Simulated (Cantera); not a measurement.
Feed: 1 mol Si3N4, 0.04 mol CO2, 2.3 mol N2, equilibrated at 1450 °C and 133 Pa.

Cantera equilibrium calculation (NASA polynomials, part measured and part estimated; ideal gas, pure solids and liquids). Candidate condensed phases: C, Si, SiC, SiO2, Si2N2O, Si3N4; 34 gas species. Mutual solubility and eutectic melting of coexisting phases are not modelled. The tables' values for SiN are old estimates; treat these amounts as uncertain. The numbers say what is thermodynamically allowed, not how fast it happens.

Base state: N2 0.981, SiO 0.0172, CO 0.00108, Si 0.000738, Si2N 2.63e-5, SiN 1.50e-5 (mole fractions); condensed: Si(l) + SiC(s).

### Question
What changes in the equilibrium state with this change: 0.022 mol NH3 added?

### Answer
| species | before | after |
|---|---|---|
| N2 | 0.981 | 0.973 |
| SiO | 0.0172 | 0.0170 |
| H2 | 0 | 0.00723 |
| H | 0 | 0.000425 |
| CO | 0.00108 | 0.00107 |
| SiN | 1.50e-5 | 1.49e-5 |
| Si2N | 2.63e-5 | 2.62e-5 |
| Si | 0.000738 | 0.000738 |
| Si(l), mol | 2.89 | 2.89 |
| SiC(s), mol | 0.0352 | 0.0352 |
Further candidate phases: C6H6, C7H8, C8H18, H2O.

### Question
What changes in the equilibrium state with this change: temperature from 1450 °C to 1402 °C?

### Answer
```
species           before     after
--------------  --------  --------
N2                 0.981     0.971
SiO               0.0172    0.0268
CO               0.00108   0.00175
Si              0.000738  0.000279
Si2N             2.63e-5   1.02e-5
SiN              1.50e-5   6.61e-6
Si(l), mol          2.89         0
SiC(s), mol       0.0352    0.0357
Si2N2O(s), mol         0    0.0103
Si3N4(s), mol          0     0.959
```
